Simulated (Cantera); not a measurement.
## Premixed flame

A freely propagating, adiabatic, planar premixed flame of H2 : O2 : N2 = 1 : 0.49 : 1.58 (molar parts), equivalence ratio 1.0, unburnt at 498 K and 0.690 bar; mixture-averaged transport, grid criteria slope 0.08 and curve 0.16, no radiation.

Computed with Cantera and the H2/O2 subset of GRI-Mech 3.0, which has no nitrogen chemistry. Burning velocities carry a grid error of a few per cent, more on coarse grids.

```
z (mm)  T (K)  u (m/s)    x H2    x O2     x HO2     x H2O      x H   x H2O2
------  -----  -------  ------  ------  --------  --------  -------  -------
-2.04     498     6.06   0.326   0.160     <1e-8     <1e-8    <1e-8    <1e-8
-1.36     498     6.06   0.326   0.160     <1e-8     <1e-8    <1e-8    <1e-8
-1.02     498     6.06   0.326   0.160     <1e-8     <1e-8    <1e-8    <1e-8
-0.678    498     6.06   0.326   0.160   3.80e-8   1.56e-8    <1e-8    <1e-8
-0.339    506     6.13   0.323   0.160  0.000139  0.000208  4.08e-5  2.24e-6
-0.170    729     8.63   0.289   0.156  0.000197    0.0179  0.00604  2.54e-5
0        1222     13.9   0.166   0.110   7.30e-5     0.118   0.0463  4.43e-6
0.170    1548     17.4  0.0713  0.0473   2.81e-5     0.228   0.0711  2.64e-6
0.339    1697     18.9  0.0567  0.0334   1.74e-5     0.252   0.0660  1.56e-6
0.678    1858     20.5  0.0556  0.0287   1.24e-5     0.263   0.0529  8.30e-7
1.36     2031     22.1  0.0539  0.0245   8.49e-6     0.276   0.0389  4.46e-7
2.71     2199     23.7  0.0498  0.0204   5.71e-6     0.291   0.0268  2.82e-7
5.43     2353     25.0  0.0437  0.0163   3.98e-6     0.307   0.0171  2.14e-7
```
x: mole fraction of selected species; z is measured from the peak of heat release.

| Item | Value |
|---|---|
| laminar burning velocity | 606 cm/s |
| thermal thickness | 0.678 mm |
| peak x(HO2) | 0.000314 |
| peak x(H) | 0.0712 |
| peak x(H2O2) | 2.63e-5 |
| grid points | 138 |
